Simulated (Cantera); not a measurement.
An isothermal, constant-pressure homogeneous reactor starts with 2.19 % C₂H₄, 97.8 % H₂, at 1898 K and 0.353 Torr.

Cantera simulation using GRI-Mech 3.0 (53 species, 325 reactions); the numbers are that mechanism's predictions, not measurements. GRI-Mech 3.0 was tuned for natural gas; its chemistry of ethylene as a main component is partial and can be far from experiment. GRI-Mech 3.0 stops at C3 and has no aromatics, soot or wall deposition, so with more carbon than oxygen in the feed, carbon stays in small species such as C2H2 where larger ones or solid carbon would form. Radical loss at walls, strong at low pressure, is not modelled.

Question: Predict: x(C₂H₄) at 30.0 s; x(H₂) at 30.0 s; x(H) at 30.0 s; x(C₂H) at 30.0 s; x(CH₄) at 30.0 s.

Answer: 
```json
{
 "x(C₂H₄) at 30.0 s": "6.71e-7 (gas-phase equilibrium 1.14e-7)",
 "x(H₂) at 30.0 s": "0.972 (gas-phase equilibrium 0.944)",
 "x(H) at 30.0 s": "0.00634 (gas-phase equilibrium 0.0353)",
 "x(C₂H) at 30.0 s": "1.81e-6 (gas-phase equilibrium 1.02e-5)",
 "x(CH₄) at 30.0 s": "1.67e-6 (gas-phase equilibrium 1.81e-6)"
}
```
